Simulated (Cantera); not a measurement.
A closed system holds: 1 mol K2SO4, a varied amount of H2O, 0.045 mol H2, at 1798 K and 66.0 mbar.

These are equilibrium values from Cantera (NASA tables, ideal gas, pure condensed phases), not measurements of a reactor. Candidate condensed phases: H2O, H2SO4, K, KOH, KO2, K2O, K2O2, K2S, K2SO4, S; 26 gas species. The numbers say what is thermodynamically allowed, not how fast it happens.

x: gas mole fraction; n: condensed amount in mol.

| n(H2O) (mol) | x H2O | x KOH | x SO2 | x O2 | x K2SO4 | x K | n K2SO4(l) |
|---|---|---|---|---|---|---|---|
| 0.77 | 0.448 | 0.267 | 0.144 | 0.0612 | 0.0541 | 0.0221 | 0.722 |
| 2.2 | 0.450 | 0.262 | 0.141 | 0.0696 | 0.0541 | 0.0209 | 0.246 |
| 3.7 | 0.504 | 0.242 | 0.130 | 0.0655 | 0.0369 | 0.0186 | 0 |
| 5.2 | [?] | [?] | [?] | [?] | [?] | [?] | 0 |
| 6.6 | 0.639 | 0.184 | 0.0989 | 0.0500 | 0.0112 | 0.0135 | 0 |
| 8.1 | 0.684 | [?] | [?] | [?] | [?] | [?] | 0 |
| 9.6 | 0.719 | 0.145 | 0.0779 | 0.0395 | 0.00433 | 0.0106 | 0 |

Complete the blanks.


- 8.1, x KOH: 0.163
- 8.1, x SO2: 0.0873
- 8.1, x O2: 0.0442
- 8.1, x K2SO4: 0.00679
- 8.1, x K: 0.0118
- 5.2, x H2O: 0.584
- 5.2, x KOH: 0.209
- 5.2, x SO2: 0.112
- 5.2, x O2: 0.0567
- 5.2, x K2SO4: 0.0191
- 5.2, x K: 0.0155
